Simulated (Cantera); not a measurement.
A closed system holds: 1 mol c-C₄F₈, 0.014 mol HCl, 0.19 mol H₂, held at 1500 K and 7.70 mbar.

These are equilibrium values from Cantera (NASA tables, ideal gas, pure condensed phases), not measurements of a reactor. Candidate condensed phases: C, C₆H₆, C₇H₈, C₈H₁₈; 118 gas species. The feed counts by its element totals alone. Gases not in the tables: C₂F₆ and larger saturated fluorocarbons. Equilibrium is a limit: real reactors are often held back by kinetics, nucleation or transport.

Base state: CF₄ 0.823, HF 0.170, Cl 0.00523, CF₂ 0.000442, HCl 0.000420, CClF₃ 0.000285, CF₃ 9.15e-5, F 7.23e-5 (mole fractions); condensed: C(graphite).

What changes in the equilibrium state with this change: H₂ from 0.19 to 1.7 mol?


```json
[
 {"species": "HF", "before": "0.170", "after": "0.746"},
 {"species": "CF₄", "before": "0.823", "after": "0.251"},
 {"species": "Cl", "before": "0.00523", "after": "0.00203"},
 {"species": "Cl₂", "before": "6.18e-5", "after": "9.34e-6"},
 {"species": "CClF₃", "before": "0.000285", "after": "4.54e-5"},
 {"species": "C(graphite), mol", "before": "2.10", "after": "2.85"}
]
```
